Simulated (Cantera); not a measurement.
**Carbothermic reduction: PbO + CH₄ + H₂**

Input: 1 mol PbO, 3.8 mol CH₄, 5.8 mol H₂, held at 12.0 mbar.

Equilibrium computed with Cantera from the NASA thermochemical tables; the gas is ideal and each condensed phase is pure. Candidate condensed phases: C, C₆H₆, C₇H₈, C₈H₁₈, H₂O, Pb, PbO, PbO₂, Pb₃O₄; 113 gas species. Equilibrium is a limit: real reactors are often held back by kinetics, nucleation or transport.

```tsv
T (K)	x H₂	x H	x CO	x Pb	x C₂H₂ (acetylene)	n C(graphite)
1675	0.869	0.000988	0.0649	0.0649	5.05e-5	2.80
1725	0.869	0.00158	0.0649	0.0649	8.00e-5	2.80
1775	0.868	0.00246	0.0649	0.0649	0.000124	2.80
1825	0.866	0.00374	0.0648	0.0648	0.000186	2.79
1875	0.865	0.00556	0.0648	0.0648	0.000274	2.79
1925	0.862	0.00810	0.0647	0.0647	0.000395	2.79
1975	0.859	0.0116	0.0646	0.0646	0.000558	2.78
2025	0.854	0.0162	0.0644	0.0644	0.000773	2.78
2075	0.848	0.0224	0.0642	0.0642	0.00105	2.77
2125	0.840	0.0304	0.0639	0.0639	0.00141	2.76
2175	0.830	0.0406	0.0636	0.0636	0.00185	2.74
2225	0.818	0.0535	0.0632	0.0632	0.00240	2.72
2275	0.802	0.0694	0.0627	0.0627	0.00306	2.70
```
x: gas mole fraction; n: condensed amount in mol.

From 1675 K to 2275 K the condensed part is C(graphite). The main Pb-bearing gas is Pb throughout.
